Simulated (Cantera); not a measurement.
Mixture: 8.73 % CH4, 19.2 % O2, 72.1 % N2, at 0.430 bar, adiabatic and at constant pressure. Ignition delay is the time to a rise of 400 K.

Model: GRI-Mech 3.0 (53 species, 325 reactions), integrated in Cantera.

Task: Predict: delay at 1050 K; delay at 1125 K; delay at 1200 K; delay at 1275 K; delay at 1350 K; delay at 1425 K; apparent activation energy between 1275 and 1425 K.

Result: 
```json
{
 "delay at 1050 K": "0.990 s",
 "delay at 1125 K": "0.278 s",
 "delay at 1200 K": "86.5 ms",
 "delay at 1275 K": "29.6 ms",
 "delay at 1350 K": "11.2 ms",
 "delay at 1425 K": "4.66 ms",
 "apparent activation energy between 1275 and 1425 K": "190 kJ/mol"
}
```
